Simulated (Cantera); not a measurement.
What does this Cantera script print?

```python
import numpy as np
import cantera as ct

gas_names = [...]  # 118 gases of nasa_gas.yaml made of C, Cl, F, H
cond_names = """
    C(gr) C6H6(L) C7H8(L) C8H18(L),n-octa
""".split()


# ... load() reads the species with a 1 bar reference pressure and builds the phases ...
atoms = {
    'CHF3': {'C': 1, 'H': 1, 'F': 3},
    'HCl': {'H': 1, 'CL': 1},
    'H2': {'H': 2},
}
top_T = {'C(gr)': 4500}  # K; cautious upper limits of use, not melting points


# ... equilibrate(T, P, feed) seeds the gas with the atoms and calls Mixture.equilibrate('TP', solver="gibbs", rtol=1e-10, max_steps=50000) ...
results = []
feed = {'CHF3': 1, 'HCl': 0.024, 'H2': 0.084}  # mol
T = 2425  # K
for P in [1, 10, 100, 1000, 10000, 100000]:
    mix = equilibrate(T, P, feed)
    results.append((T, P, feed, dict(zip(mix.species_names, mix.species_moles))))

top = {s: max(r[3][s] / sum(r[3][g] for g in gas_names) for r in results) for s in gas_names}
cols = sorted((s for s in top if top[s] > 1e-06), key=lambda s: -top[s])[:8]
seen = [c for c in cond_names if any(r[3].get(c, 0) > 1e-12 for r in results)]
print("log10 of partial pressures in bar; condensed amounts in mol")
print(f"{'P/Pa':>10s}" + "".join(f"{s[:9]:>10s}" for s in cols + seen))
for T, P, feed, n in results:
    ng = sum(n[g] for g in gas_names)
    print(f"{P:10.4g}" + "".join(f"{np.log10(max(n[s] / ng * P / 1e5, 1e-99)):10.3f}" for s in cols)
          + "".join(f"{n.get(c, 0):10.4g}" for c in seen))
```

Output:

```
log10 of partial pressures in bar; condensed amounts in mol
      P/Pa        HF         F       CF4       CF2         H        CF        C3        CL     C(gr)
         1    -5.467    -5.235   -14.960    -8.180    -6.494    -6.825    -6.827    -7.125    0.7795
        10    -4.408    -4.241   -10.982    -6.191    -6.429    -5.830    -6.827    -6.101    0.9197
       100    -3.383    -3.290    -7.180    -4.290    -6.355    -4.880    -6.827    -5.080    0.8124
      1000    -2.320    -2.512    -4.068    -2.734    -6.069    -4.102    -6.827    -4.018    0.4929
     1e+04    -1.230    -2.002    -2.026    -1.713    -5.490    -3.591    -6.827    -2.934    0.3938
     1e+05    -0.174    -1.671    -0.704    -1.052    -4.765    -3.261    -6.827    -1.910    0.4733
```

Method: chemical equilibrium by Gibbs-energy minimisation in Cantera with the NASA 1993 tables (ideal gas, pure condensed phases). The tables' values for C2F4 are old estimates; treat these amounts as uncertain. Gases not in the tables: C2F6 and larger saturated fluorocarbons.
